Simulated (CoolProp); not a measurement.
Chlorine along the isotherm -23.75 °C: fugacity coefficient from the reference equation and from simpler models built on Tc = 143.7 °C, pc = 7.642 MPa, ω = 0.070; each cubic takes its own stable root.

Computed with CoolProp (reference Helmholtz-energy equation of state, Thol 2021).

```tsv
p (MPa)	phase	reference	van der Waals	Soave-Redlich-Kwong
1.43	liquid	(withheld)	0.4304	0.1106
2.86	liquid	0.05577	0.2263	(withheld)
4.29	liquid	0.03838	0.1587	0.03950
5.71	liquid	0.02976	0.1253	(withheld)
7.14	liquid	0.02456	(withheld)	0.02541
8.57	liquid	0.02112	0.09219	0.02190
10	liquid	0.01868	0.08301	0.01942
11.4	liquid	0.01690	0.07641	0.01761
12.9	liquid	0.01543	0.07110	0.01612
14.3	liquid	0.01436	0.06729	0.01504
15.7	liquid	0.01348	0.06428	0.01415
17.1	liquid	0.01276	0.06190	0.01343
18.6	liquid	0.01213	0.05988	0.01279
20	liquid	(withheld)	0.05839	0.01229
```

**Question.** Some entries are withheld; supply them.

**Answer.** 
- 1.43, reference: 0.1081
- 2.86, Soave-Redlich-Kwong: 0.05725
- 5.71, Soave-Redlich-Kwong: 0.03070
- 7.14, van der Waals: 0.1053
- 20, reference: 0.01163
